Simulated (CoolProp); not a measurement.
Model: reference Helmholtz-energy equation of state, Tillner-Roth 1994, in CoolProp.

Problem. For R134a, give the phase and the conductivity (mW/(m K)), Prandtl number at 324.2 K and 101 kPa; 417.6 K and 101 kPa; 436.3 K and 101 kPa.

Solution. 
- 324.2 K and 101 kPa: gas; conductivity 15.5, Prandtl number 0.739
- 417.6 K and 101 kPa: gas; conductivity 22.9, Prandtl number 0.740
- 436.3 K and 101 kPa: gas; conductivity 24.4, Prandtl number 0.744

Viscosity comes from a separate model (Huber 2003), an estimate that may be off by 10 % or more. Thermal conductivity comes from a separate model (McLinden 2000), an estimate that may be off by 10 % or more.
